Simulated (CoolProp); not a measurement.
A simple Rankine cycle with n-perfluoropentane: condensing at 310.15 K, boiler at 0.392 MPa, turbine inlet 360.7 K, turbine efficiency 0.85, pump efficiency 0.8, no recuperator. Each further row changes one setting.

Computed with CoolProp (reference Helmholtz-energy equation of state, Gao 2022).

| case | thermal efficiency (%) | net work (kJ/kg) | heat in (kJ/kg) | turbine exit temperature (K) | volume ratio over the turbine |
|---|---|---|---|---|---|
| as stated | 6.5 | 8.40 | 129 | 347.5 | 3.10 |
| turbine inlet 380.7 K | 6.1 | 9.04 | 148 | 367.8 | 3.05 |
| condensing temperature 302.15 K | 7.8 | 10.7 | 138 | 344.5 | 4.13 |
| boiler pressure 0.274 MPa | 4.4 | 5.80 | 131 | 352.3 | 2.10 |
| turbine efficiency 0.75 | 5.7 | 7.39 | 129 | 348.7 | 3.11 |
